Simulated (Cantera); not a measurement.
## Adiabatic ignition

An adiabatic, constant-volume homogeneous reactor starts with CH4 : C2H6 : O2 : N2 : CO2 = 1 : 0.15 : 1.33 : 5 : 0.024 (molar parts), equivalence ratio 1.9, at 1800 K and 9.87 atm.

Cantera simulation using GRI-Mech 3.0 (53 species, 325 reactions); the numbers are that mechanism's predictions, not measurements. Above 3000 K some thermodynamic fits are extrapolated.

```
t (s)     T (K)  P (bar)     x CH4    x C2H6      x O2   x C2H4     x OH   x CO2
--------  -----  -------  --------  --------  --------  -------  -------  ------
7.00e-6    3139     20.6   3.68e-5  4.03e-10  0.000146  6.92e-8  0.00557  0.0171
1.67e-5    3108     20.5  4.47e-10    <1e-12  0.000194   <1e-12  0.00624  0.0170
3.99e-5    3107     20.4  4.54e-10    <1e-12  0.000190   <1e-12  0.00619  0.0170
9.51e-5    3106     20.4  4.57e-10    <1e-12  0.000189   <1e-12  0.00616  0.0169
0.000227   3106     20.4  4.58e-10    <1e-12  0.000189   <1e-12  0.00616  0.0169
0.000542   3106     20.4  4.58e-10    <1e-12  0.000189   <1e-12  0.00616  0.0169
0.00129    3106     20.4  4.58e-10    <1e-12  0.000189   <1e-12  0.00616  0.0169
0.00308    3106     20.4  4.58e-10    <1e-12  0.000189   <1e-12  0.00616  0.0169
0.00736    3106     20.4  4.58e-10    <1e-12  0.000189   <1e-12  0.00616  0.0169
0.0176     3106     20.4  4.58e-10    <1e-12  0.000189   <1e-12  0.00616  0.0169
0.0419     3106     20.4  4.58e-10    <1e-12  0.000189   <1e-12  0.00616  0.0169
0.100      3106     20.4  4.58e-10    <1e-12  0.000189   <1e-12  0.00616  0.0169
```
x: mole fraction; the columns are a selection and need not sum to one.

```json
{
 "time_of_steepest_temperature_rise": "5.95 µs",
 "temperature at 0.100 s": "3106 K",
 "equilibrium_temperature": "3106 K",
 "x(CH4) at 0.100 s": "4.58e-10 (gas-phase equilibrium 5.14e-10)",
 "x(C2H6) at 0.100 s": "<1e-12 (gas-phase equilibrium <1e-12)",
 "x(O2) at 0.100 s": "0.000189 (gas-phase equilibrium 0.000189)"
}
```
